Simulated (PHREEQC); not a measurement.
Make-up at 25 °C: 0.73 mol/kgw NaNO3, 7.9e-05 mol/kgw K2SiO3 and 0.0012 mol/kgw K3PO4. Closed to the air; pH follows from the charge balance.

Computed with PHREEQC (ion-association model, phreeqc.dat).

**Question.** The ionic strength comes out as 0.735 mol/kgw. What activity coefficients do PO4-3, NaHPO4-, Na+, HPO4-2, OH- get?

**Answer.** PO4-3 0.014, NaHPO4- 0.67, Na+ 0.72, HPO4-2 0.19, OH- 0.60.

No solid was allowed to form. The ionic strength is past about 0.7 mol/kgw, beyond the range of this activity model, so the values are rough. Complexes and solids missing from the database can't appear.
